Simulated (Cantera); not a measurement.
Equilibrium for abatement and gas-phase synthesis: HI + H₂O

Feed: 1 mol HI, 0.17 mol H₂O, at 1152 °C and 36.0 Pa.

Method: chemical equilibrium by Gibbs-energy minimisation in Cantera with the NASA 1993 tables (ideal gas, pure condensed phases). Candidate condensed phases: H₂O, I₂; 12 gas species. Equilibrium is a limit: real reactors are often held back by kinetics, nucleation or transport.

```
Item                                 Result
--------------------------------  ---------
x(I)                                  0.579
x(H₂)                                 0.290
x(H₂O)                                0.103
x(HI)                                0.0280
x(H)                               0.000193
x(I₂)                              0.000154
x(OH)                               1.51e-6
gas amount                        1.647 mol
log10 activity of I₂(l) (absent)      -9.51
```
